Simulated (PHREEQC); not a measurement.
## Silver or lead bath: an equilibrium model

Dissolve 0.54 mmol/kgw PbCl2 and 8.25 mmol/kgw KNO3 at 20 °C. Closed to the air; pH follows from the charge balance.

Model: ion-association model, phreeqc.dat, run in PHREEQC.

No solid was allowed to form.

### Question
Estimate the pH, specific conductance.

### Answer
pH 5.59; specific conductance 1110 µS/cm.

### Question
In which forms is Pb present?

### Answer
Pb+2 90 %, PbNO3+ 7.3 %, PbCl+ 2.2 %, PbOH+ 0.5 % of the Pb.
